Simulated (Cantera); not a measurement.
## Premixed flame

A freely propagating, adiabatic, planar premixed flame of 37.2 % CO, 2.12 % H2, 14.1 % O2, 46.6 % N2, unburnt at 700 K and 1.01 bar; multicomponent+Soret transport, grid criteria slope 0.08 and curve 0.16, no radiation.

Model: GRI-Mech 3.0 (53 species, 325 reactions), integrated in Cantera. Burning velocities carry a grid error of a few per cent, more on coarse grids.

```
z (mm)  T (K)  u (m/s)   x CO     x H2    x O2       x O       x H     x HO2
------  -----  -------  -----  -------  ------  --------  --------  --------
-2.74     700     2.50  0.372   0.0212   0.141     <1e-8     <1e-8     <1e-8
-1.83     700     2.50  0.372   0.0212   0.141     <1e-8     <1e-8     <1e-8
-1.37     700     2.50  0.372   0.0212   0.141     <1e-8     <1e-8     <1e-8
-0.914    700     2.50  0.372   0.0211   0.141     <1e-8     <1e-8   1.12e-7
-0.457    702     2.50  0.373   0.0199   0.141   1.32e-6   3.99e-6   5.23e-5
-0.228    810     2.87  0.368   0.0161   0.137  0.000210  0.000618  0.000151
0        1240     4.32  0.324  0.00623   0.106   0.00874   0.00828   4.30e-5
0.228    1588     5.39  0.258  0.00203  0.0618    0.0243    0.0159   1.42e-5
0.457    1774     5.91  0.226  0.00213  0.0448    0.0261    0.0171   7.94e-6
0.914    1960     6.44  0.211  0.00242  0.0381    0.0211    0.0134   5.06e-6
1.83     2144     6.96  0.201  0.00244  0.0336    0.0147   0.00863   3.11e-6
3.65     2318     7.42  0.188  0.00225  0.0276   0.00954   0.00527   1.80e-6
7.31     2469     7.81  0.174  0.00201  0.0210   0.00583   0.00320   1.22e-6
```
x: mole fraction of selected species; z is measured from the peak of heat release.

```json
{
  "laminar_burning_velocity": "250 cm/s",
  "thermal_thickness": "0.914 mm",
  "peak x(O)": "0.0264",
  "peak x(H)": "0.0173",
  "peak x(HO2)": "0.000177",
  "grid_points": "148"
}
```
